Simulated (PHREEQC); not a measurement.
## Metal-bearing waste water

Dissolve 7.7 mmol/kgw Al2(SO4)3, 3.8 mmol/kgw ZnCl2 and 0.43 mmol/kgw NaF at 25 °C. It is in equilibrium with CO2 at log p = 0 (atm). Otherwise closed; pH follows from the charge balance.

Equilibrium calculation in PHREEQC: ion-association model, phreeqc.dat.

```json
{
 "pH": "3.83",
 "ionic_strength": "0.0460 mol/kgw"
}
```

```
species    molality  activity   log γ
---------  --------  --------  ------
CO2          0.0335    0.0338   0.005
AlSO4+       0.0107   0.00884  -0.083
SO4-2       0.00837   0.00396  -0.325
Cl-         0.00758   0.00621  -0.086
Al+3        0.00283  0.000707  -0.603
Zn+2        0.00256   0.00122  -0.324
Al(SO4)2-   0.00134   0.00111  -0.083
ZnSO4       0.00112   0.00113   0.005
AlF+2      0.000423  0.000204  -0.317
```

Precipitation was switched off in this run. Examples of supersaturated solids here: Gibbsite (slow to form). Others may be too. Species that the database lacks are ignored. Fluoro complexes past AlF4- and FeF3 are missing from the database.
